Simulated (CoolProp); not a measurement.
Saturation properties of n-nonane.

Values from CoolProp's reference Helmholtz-energy equation of state, Lemmon 2006. It is a short technical equation, of lower accuracy than the large ones.

| T (K) | p (bar) | liquid cp (kJ/(kg K)) | vapour Z | liquid viscosity (µPa s) | vapour viscosity (µPa s) |
|---|---|---|---|---|---|
| 311 | 0.01252 | 2.256 | 0.9977 | 559 | 5.66 |
| 321.8 | (withheld) | 2.297 | 0.9964 | 496 | 5.85 |
| 332.5 | 0.03856 | (withheld) | 0.9946 | 445 | 6.04 |
| 343.3 | 0.06357 | 2.384 | 0.9921 | 401 | 6.22 |
| 354 | 0.1005 | (withheld) | 0.9889 | 364 | 6.41 |
| 364.7 | 0.1538 | 2.473 | 0.9849 | 331 | 6.59 |
| 375.5 | 0.2291 | 2.519 | 0.9798 | 303 | 6.77 |
| 386.2 | 0.3311 | 2.565 | (withheld) | 278 | 6.95 |
| 397 | 0.4684 | 2.613 | 0.9662 | 256 | 7.12 |
| 407.7 | 0.6461 | 2.660 | 0.9576 | 236 | 7.30 |
| 418.5 | 0.8760 | 2.708 | 0.9474 | (withheld) | (withheld) |

Problem. Fill in the missing entries.

Solution. 
- 321.8, p (bar): 0.02255
- 332.5, liquid cp (kJ/(kg K)): 2.340
- 354, liquid cp (kJ/(kg K)): 2.428
- 386.2, vapour Z: 0.9737
- 418.5, liquid viscosity (µPa s): 217
- 418.5, vapour viscosity (µPa s): 7.48

It boils at 423.9 K under 1 atm.

Viscosity comes from a separate model (Huber 2004).
